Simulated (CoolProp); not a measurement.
Vapour-liquid equilibrium of R22 (1) + c-C4F8 (RC318) (2) at 0.356 MPa; x and y are mole fractions of (1).

The numbers come from the multi-fluid Helmholtz-energy mixture model, Kamei 1995 and Platzer 1990; pair parameters Bell 2016 in CoolProp. This equation is an older, rougher fit; its heat capacities, sound speeds and derivatives of the liquid may be far off and weren't checked against measurements.

| x | bubble temperature, mixture model (°C) | bubble temperature, Raoult's law (°C) | y, mixture model | y, Raoult's law |
|---|---|---|---|---|
| 0.05 | 26.9 | 25.6 | 0.110 | 0.149 |
| 0.125 | 21.9 | 20.9 | 0.302 | 0.328 |
| 0.2 | 15.7 | 16.7 | 0.485 | 0.466 |
| 0.275 | 9.5 | 13.0 | 0.630 | 0.575 |
| 0.35 | 4.1 | 9.6 | 0.729 | 0.662 |
| 0.425 | 0.0 | 6.6 | 0.794 | 0.732 |
| 0.5 | -2.9 | 3.8 | 0.835 | 0.790 |
| 0.575 | -5.0 | 1.3 | 0.862 | 0.838 |
| 0.65 | -6.3 | -1.1 | 0.881 | 0.878 |
| 0.725 | -7.3 | -3.2 | 0.897 | 0.912 |
| 0.8 | -8.1 | -5.2 | 0.913 | 0.941 |
| 0.875 | -8.9 | -7.1 | 0.933 | 0.966 |
| 0.95 | -9.6 | -8.8 | 0.966 | 0.987 |

The largest gap from Raoult's law is -6.7 K in bubble temperature, at x = 0.5. No azeotrope shows between x = 0.05 and 0.95.

The pair parameters rest on a limited set of measurements; away from them the model extrapolates. The gap from Raoult's law changes sign with composition, which may be real or a fault of the pair parameters; it wasn't checked against measurements.
